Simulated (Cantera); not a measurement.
A closed system holds: 1 mol BF₃, 170 mol H₂, held at 2073 K and 13300 Pa.

Method: chemical equilibrium by Gibbs-energy minimisation in Cantera with the NASA 1993 tables (ideal gas, pure condensed phases). Candidate condensed phases: B; 20 gas species. The tables' values for BF₂, BH₂ are old estimates; treat these amounts as uncertain. Rates play no part.

What is the equilibrium state?


- x(H₂): 0.977
- x(HF): 0.00967
- x(H): 0.00712
- x(BF): 0.00402
- x(BF₂): 0.00125
- x(BHF₂): 0.000261
- x(BF₃): 0.000231
- x(BH₂): 3.79e-5
- gas amount: 172.4 mol
- log10 activity of B(s) (absent): -1.26
